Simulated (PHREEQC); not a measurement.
# Metal-bearing waste water: speciation

Consider water at 25 °C with 12 mmol/kgw CdCl2, 1.1 mmol/kgw CaCl2, 0.43 mmol/kgw NaH2PO4 and 18 mmol/kgw NaCl. Closed to the air; pH follows from the charge balance.

Computed with PHREEQC (ion-association model, wateq4f.dat).

Precipitation was switched off in this run.

Predict the pH.

pH 5.17.

In which forms is P present?

H2PO4- 97 %, HPO4-2 1.5 %, CaH2PO4+ 1.3 % of the P.

H3PO4, which wateq4f.dat lacks, is added to it with the constant of phreeqc.dat. The database has no phosphate complexes of Cd.
